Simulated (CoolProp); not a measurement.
Isobutane along the isotherm -52.75 °C: fugacity coefficient from the reference equation and from simpler models built on Tc = 134.7 °C, pc = 3.629 MPa, ω = 0.184; each cubic takes its own stable root.

Values from CoolProp's reference Helmholtz-energy equation of state, Bücker 2006.

| p (MPa) | phase | reference | van der Waals | Redlich-Kwong | Peng-Robinson |
|---|---|---|---|---|---|
| 1.01 | liquid | 0.01478 | 0.1676 | 0.02337 | 0.01525 |
| 2.02 | liquid | 0.007773 | 0.09077 | 0.01233 | 0.007995 |
| 3.02 | liquid | (withheld) | 0.06568 | 0.008703 | 0.005604 |
| 4.03 | liquid | 0.004304 | 0.05328 | 0.006883 | 0.004403 |
| 5.04 | liquid | 0.003618 | 0.04609 | 0.005808 | (withheld) |
| 6.05 | liquid | (withheld) | 0.04153 | 0.005105 | 0.003223 |
| 7.06 | liquid | 0.002854 | 0.03849 | 0.004615 | 0.002895 |
| 8.06 | liquid | 0.002626 | 0.03642 | (withheld) | 0.002656 |
| 9.07 | liquid | 0.002452 | 0.03498 | 0.003995 | (withheld) |

Question: What belongs in the gaps?

Answer: 
- 3.02, reference: 0.005463
- 5.04, Peng-Robinson: 0.003690
- 6.05, reference: 0.003168
- 8.06, Redlich-Kwong: 0.004262
- 9.07, Peng-Robinson: 0.002474
